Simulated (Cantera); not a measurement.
An adiabatic, constant-pressure homogeneous reactor starts with CH4 : C2H6 : O2 : N2 = 1 : 0.069 : 5.6 : 21.1 (molar parts), equivalence ratio 0.40, at 1325 K and 120000 Pa.

Computed with Cantera and GRI-Mech 3.0 (53 species, 325 reactions).

Question: Predict: time of steepest temperature rise; temperature at 0.800 s; equilibrium temperature; x(O2) at 0.800 s; x(H2O) at 0.800 s; x(O) at 0.800 s.

Answer: 
| Item | Result |
|---|---|
| time of steepest temperature rise | 1.31 ms |
| temperature at 0.800 s | 2147 K |
| equilibrium temperature | 2146 K |
| x(O2) at 0.800 s | 0.116 (gas-phase equilibrium 0.116) |
| x(H2O) at 0.800 s | 0.0776 (gas-phase equilibrium 0.0776) |
| x(O) at 0.800 s | 0.000601 (gas-phase equilibrium 0.000593) |
